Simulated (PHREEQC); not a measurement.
PHREEQC input (ion-association model, phreeqc.dat):

```
PHASES
  Fix_H+
    H+ = H+
    -log_k 0
SOLUTION 1
  temp 25
  units mol/kgw
  pH 7 charge
  Cl 0.01
  Na 0.01
END
SELECTED_OUTPUT 1
  -reset false
  -pH true
  -pe true
  -ionic_strength true
  -water true
  -totals Ca Cl F Na
  -molalities H+ Ca+2 Na+ Cl- F- OH- O2 HF HF2- CaOH+
    NaOH NaF
  -equilibrium_phases Fluorite
  -saturation_indices Halite
PRINT
  -reset false
USE solution 1
EQUILIBRIUM_PHASES 1
  Fix_H+ -2 HCl 10
    -force_equality true
  Fluorite 0 0.01
  O2(g) -0.68 10
END
# ... the last block is repeated for the other 16 points of pH, with NaOH or the acid as the point needs
```

Selected output (columns that matter, 17 of 17 rows; pH added in front):

```
pH	mu	Ca	Cl	F	Na	m_H+	m_Ca+2	m_Na+	m_Cl-	m_F-	m_OH-	m_HF	Fluorite	si_Halite
2	0.025654	0.001431	0.024012	0.002862	0.01	0.011362	0.001431	0.0099991	0.024012	0.00020824	1.1854e-12	0.0026487	0.008569	-5.3229
2.62	0.014484	0.00060756	0.013584	0.0012151	0.01	0.0026624	0.00060756	0.0099987	0.013584	0.0002908	4.7748e-12	0.00092096	0.0093924	-5.5421
3.25	0.011619	0.00033399	0.010905	0.00066798	0.01	0.000619	0.00033399	0.0099983	0.010905	0.0003799	2.0137e-11	0.0002855	0.009666	-5.6281
3.88	0.010907	0.00025481	0.010221	0.00050962	0.01	0.00014478	0.00025481	0.009998	0.010221	0.00043116	8.5634e-11	7.621e-05	0.0097452	-5.6536
4.5	0.010737	0.00023472	0.010054	0.00046944	0.01	3.471e-05	0.00023472	0.0099979	0.010054	0.00044828	3.5671e-10	1.9022e-05	0.0097653	-5.6601
5.12	0.010696	0.00022978	0.010013	0.00045956	0.01	8.3252e-06	0.00022978	0.0099979	0.010013	0.00045283	1.4867e-09	4.6104e-06	0.0097702	-5.6618
5.75	0.010686	0.00022858	0.010003	0.00045716	0.01	1.9516e-06	0.00022858	0.0099979	0.010003	0.00045397	6.3418e-09	1.0835e-06	0.0097714	-5.6621
6.38	0.010683	0.0002283	0.010001	0.00045659	0.01	4.5749e-07	0.0002283	0.0099979	0.010001	0.00045423	2.7053e-08	2.5416e-07	0.0097717	-5.6622
7	0.010683	0.00022823	0.01	0.00045646	0.01	1.0974e-07	0.00022823	0.0099979	0.01	0.0004543	1.1277e-07	6.0977e-08	0.0097718	-5.6623
7.62	0.010683	0.00022822	0.01	0.00045643	0.01	2.6326e-08	0.00022822	0.0099983	0.01	0.00045431	4.7012e-07	1.4628e-08	0.0097718	-5.6622
8.25	0.010684	0.00022822	0.01	0.00045644	0.010002	6.1713e-09	0.00022821	0.0099999	0.01	0.00045432	2.0055e-06	3.4292e-09	0.0097718	-5.6622
8.88	0.010691	0.00022824	0.01	0.00045647	0.010009	1.4467e-09	0.00022821	0.010006	0.01	0.00045436	8.5551e-06	8.0392e-10	0.0097718	-5.6619
9.5	0.010718	0.00022831	0.01	0.00045662	0.010036	3.4708e-10	0.00022822	0.010034	0.01	0.00045451	3.5668e-05	1.9288e-10	0.0097717	-5.6608
10.12	0.010832	0.00022863	0.01	0.00045726	0.010149	8.329e-11	0.00022826	0.010147	0.01	0.00045512	0.00014876	4.6307e-11	0.0097714	-5.6564
10.75	0.011322	0.00022998	0.01	0.00045997	0.010638	1.9556e-11	0.00022842	0.010635	0.01	0.00045772	0.00063597	1.0893e-11	0.00977	-5.6378
11.38	0.013434	0.00023554	0.01	0.00047109	0.012743	4.6135e-12	0.00022902	0.01274	0.01	0.00046838	0.0027366	2.5888e-12	0.0097645	-5.5666
12	0.022491	0.00025583	0.01	0.00051165	0.021779	1.1298e-12	0.0002305	0.021774	0.01	0.00050694	0.011753	6.5085e-13	0.0097442	-5.3584
```
